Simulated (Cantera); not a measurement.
What does this Cantera script print?

```python
import numpy as np
import cantera as ct

gas_names = """
    AL ALH ALO ALOH ALO2 ALO2H AL2 AL2O AL2O2 H HALO HO2 H2 H2O H2O2 O OH O2 O3
""".split()
cond_names = """
    AL(cr) AL(L) AL2O3(a) AL2O3(L) H2O(s) H2O(L)
""".split()


# ... load() reads the species with a 1 bar reference pressure and builds the phases ...
atoms = {
    'Al2O3': {'AL': 2, 'O': 3},
    'H2': {'H': 2},
}
top_T = {}  # K; cautious upper limits of use, not melting points


# ... equilibrate(T, P, feed) seeds the gas with the atoms and calls Mixture.equilibrate('TP', solver="vcs", rtol=1e-11, max_steps=5000) ...
results = []
feed = {'Al2O3': 1, 'H2': 91}  # mol
T = 1223  # K
P = 120  # Pa
mix = equilibrate(T, P, feed)
results.append((T, P, feed, dict(zip(mix.species_names, mix.species_moles))))
print(gas.report(threshold=0.0001))
for i in range(1, mix.n_phases):
    print(f"{mix.phase(i).name:16s} {mix.phase_moles(i):12.5e} mol")
```

Output:

```
       temperature   1223 K
          pressure   120 Pa
           density   2.3791e-05 kg/m^3
  mean mol. weight   2.016 kg/kmol
   phase of matter   gas

                          1 kg             1 kmol
                     ---------------   ---------------
          enthalpy        1.3656e+07        2.7531e+07  J
   internal energy        8.6123e+06        1.7362e+07  J
           entropy        1.1326e+05        2.2833e+05  J/K
    Gibbs function       -1.2486e+08       -2.5171e+08  J
 heat capacity c_p             15472             31191  J/K
 heat capacity c_v             11348             22877  J/K

                      mass frac. Y      mole frac. X     chem. pot. / RT
                     ---------------   ---------------   ---------------
                H2                 1           0.99999           -24.754
     [  +18 minor]        4.5039e-06        8.6947e-06

AL(L)             0.00000e+00 mol
AL2O3(a)          1.00000e+00 mol
```

Method: chemical equilibrium by Gibbs-energy minimisation in Cantera with the NASA 1993 tables (ideal gas, pure condensed phases).
